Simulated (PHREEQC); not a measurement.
A solution holds 95 mmol/kgw HF and 0.045 mmol/kgw Na2B4O7, at 20 °C. Closed to the air; pH follows from the charge balance.

The numbers come from PHREEQC with the ion-association model, phreeqc.dat.

This is a speciation only: nothing precipitates in the calculation.

**Question.** Order these F species by the share of F that they hold, largest first: HF2-, HF, F-, BF4-.

**Answer.** HF (87 %), F- (7.8 %), HF2- (4.8 %), BF4- (0.75 %)

The pH is 2.05 and the ionic strength 0.00989 mol/kgw. Real BF4- forms and hydrolyses slowly; the run takes it at equilibrium.
